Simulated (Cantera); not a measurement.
Feed: 1 mol Si, 2.3 mol Cl₂, 4.9 mol H₂, held at 625 °C and 0.140 bar.

Cantera equilibrium calculation (NASA polynomials, part measured and part estimated; ideal gas, pure solids and liquids). Candidate condensed phases: Si; 19 gas species. The tables' values for SiCl₃ are old estimates; treat these amounts as uncertain. Rates play no part.

Base state: H₂ 0.739, SiCl₄ 0.158, HCl 0.100, SiHCl₃ 0.00325, SiCl₃ 4.07e-5 (mole fractions); condensed: gas only.

### Question
What changes in the equilibrium state with this change: temperature from 625 °C to 527 °C?

### Answer
```
species   before    after
-------  -------  -------
H₂         0.739    0.741
SiCl₄      0.158    0.160
HCl        0.100   0.0979
SiCl₃    4.07e-5  2.36e-6
SiHCl₃   0.00325  0.00110
```
